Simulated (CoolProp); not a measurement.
A Linde-Hampson liquefier for carbon monoxide: isothermal reversible compression at 250 K from 1 atm to 40 MPa, throttling to 1 atm, return gas leaving the recuperator 10 K below the feed. Each further row changes one setting.

Values from CoolProp's reference Helmholtz-energy equation of state, Lemmon 2006. It is a short technical equation, of lower accuracy than the large ones.

```json
[
 {"case": "as stated", "liquid yield per pass": "0.149", "compression work (kJ/kg of gas)": "440"},
 {"case": "high pressure 80 MPa", "liquid yield per pass": "0.101", "compression work (kJ/kg of gas)": "517"},
 {"case": "warm-end temperature 280 K", "liquid yield per pass": "0.106", "compression work (kJ/kg of gas)": "500"},
 {"case": "warm-end gap 15 K", "liquid yield per pass": "0.137", "compression work (kJ/kg of gas)": "440"}
]
```
